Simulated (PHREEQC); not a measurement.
Make-up at 20 °C: 0.016 mol/kgw Cu(NO3)2, 0.00012 mol/kgw HNO3 and 5.3e-05 mol/kgw Na2SO4. Closed to the air; pH follows from the charge balance.

All values are PHREEQC results (ion-association model, phreeqc.dat), not measurements.

Precipitation was switched off in this run.

Task: What pH, specific conductance does the model give?

Result: pH 3.98; specific conductance 3010 µS/cm.

Task: In which forms is S present?

Result: SO4-2 58 %, CuSO4 42 % of the S.
